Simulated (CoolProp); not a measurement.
Fluorine at several states: density (kg/m³) from the reference equation and from simpler models built on Tc = 144.4 K, pc = 5240 kPa, ω = 0.045; each cubic takes its own stable root.

Model: reference Helmholtz-energy equation of state, de Reuck 1990, in CoolProp.

```tsv
T (K)	p (kPa)	phase	reference	Redlich-Kwong	Soave-Redlich-Kwong	Peng-Robinson
84.3	565	liquid	1508	1525	1514	1708
219.4	12.6	gas	0.2625	0.2625	0.2625	0.2625
83.4	1230	liquid	1516	1535	1523	1718
118.1	29.4	gas	1.142	1.142	1.142	1.142
80.1	910	liquid	1538	1559	1546	1743
123.2	13100	liquid	1264	1244	1246	1401
```
